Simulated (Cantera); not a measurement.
Input: 1 mol Si(CH3)4, 640 mol H2, at 925 K.

Method: chemical equilibrium by Gibbs-energy minimisation in Cantera with the NASA 1993 tables (ideal gas, pure condensed phases). Candidate condensed phases: C, C6H6, C7H8, C8H18, Si, SiC; 87 gas species. Rates play no part.

### Question
Which condensed phases are stable at each of these points (P (Pa)): 100, 240, 560, 1300, 3200, 7500, 18000, 42000, 100000?

### Answer
```tsv
P (Pa)	condensed phases	Si condensed (%)
100	C(graphite) + SiC(s)	100.0
240	C(graphite) + SiC(s)	100.0
560	C(graphite) + SiC(s)	100.0
1300	C(graphite) + SiC(s)	100.0
3200	SiC(s)	100.0
7500	SiC(s)	100.0
18000	SiC(s)	100.0
42000	SiC(s)	100.0
100000	SiC(s)	100.0
```

From 1.00 mbar to 13.0 mbar the condensed part is C(graphite) + SiC(s). From 32.0 mbar to 1.00 bar the condensed part is SiC(s).
